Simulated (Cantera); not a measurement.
Input (Python, Cantera) and output of one run.

```python
import numpy as np
import cantera as ct

gas_names = [...]  # 123 gases of nasa_gas.yaml made of C, H, O, Si
cond_names = """
    C(gr) C6H6(L) C7H8(L) C8H18(L),n-octa H2O(s) H2O(L) Si(cr) Si(L) SiC(b) SiO2(Lqz) SiO2(hqz) SiO2(L)
""".split()


# ... load() reads the species with a 1 bar reference pressure and builds the phases ...
atoms = {
    'SiO2': {'Si': 1, 'O': 2},
    'CO': {'C': 1, 'O': 1},
    'CH4': {'C': 1, 'H': 4},
}
top_T = {'C(gr)': 4500, 'SiC(b)': 3050}  # K; cautious upper limits of use, not melting points


# ... equilibrate(T, P, feed) seeds the gas with the atoms and calls Mixture.equilibrate('TP', solver="vcs", rtol=1e-11, max_steps=5000) ...
results = []
feed = {'SiO2': 1, 'CO': 4.1, 'CH4': 1.3}  # mol
T = 2300  # K
for P in [10, 68, 460, 3200, 22000, 150000, 1000000]:
    mix = equilibrate(T, P, feed)
    results.append((T, P, feed, dict(zip(mix.species_names, mix.species_moles))))

top = {s: max(r[3][s] / sum(r[3][g] for g in gas_names) for r in results) for s in gas_names}
cols = sorted((s for s in top if top[s] > 1e-05), key=lambda s: -top[s])[:6]
seen = [c for c in cond_names if any(r[3].get(c, 0) > 1e-12 for r in results)]
print("log10 of partial pressures in bar; condensed amounts in mol")
print(f"{'P/Pa':>10s}" + "".join(f"{s[:9]:>10s}" for s in cols + seen))
for T, P, feed, n in results:
    ng = sum(n[g] for g in gas_names)
    print(f"{P:10.4g}" + "".join(f"{np.log10(max(n[s] / ng * P / 1e5, 1e-99)):10.3f}" for s in cols)
          + "".join(f"{n.get(c, 0):10.4g}" for c in seen))
```

Output:

```
log10 of partial pressures in bar; condensed amounts in mol
      P/Pa        CO         H        H2       SiO        Si      Si2C    SiC(b)
        10    -4.292    -4.524    -5.019    -5.180    -5.548   -10.870         0
        68    -3.426    -3.963    -3.899    -4.313    -4.683    -8.276         0
       460    -2.575    -3.489    -2.951    -3.458    -3.856    -5.796         0
      3200    -1.722    -3.041    -2.054    -2.550    -3.403    -4.493   0.07416
   2.2e+04    -0.880    -2.611    -1.194    -1.676    -3.387    -4.477    0.1371
   1.5e+05    -0.044    -2.191    -0.353    -0.835    -3.384    -4.474    0.1469
     1e+06     0.780    -1.778     0.473    -0.011    -3.384    -4.474    0.1493
```

Cantera equilibrium calculation (NASA polynomials, part measured and part estimated; ideal gas, pure solids and liquids). Gases not in the tables: Si2H6 and higher silanes.
